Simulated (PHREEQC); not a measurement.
Model water analysis in mmol/kgw, 20 °C, pH 2.44, pe 9.2: Na 2.5; K 0.368; Ca 0.223; Mg 1.18; Cl 1.29; S(6) 5.92; Ni 0.00247.

Valence states are taken as typed.

Computed with PHREEQC (ion-association model, wateq4f.dat).

Problem. The ionic strength comes out as 0.0157 mol/kgw. What activity coefficients do SO4-2, Ca+2, H+, NaSO4-, HSO4- get?

Solution. SO4-2 0.62, Ca+2 0.62, H+ 0.90, NaSO4- 0.89, HSO4- 0.88.

Precipitation was switched off in this run.
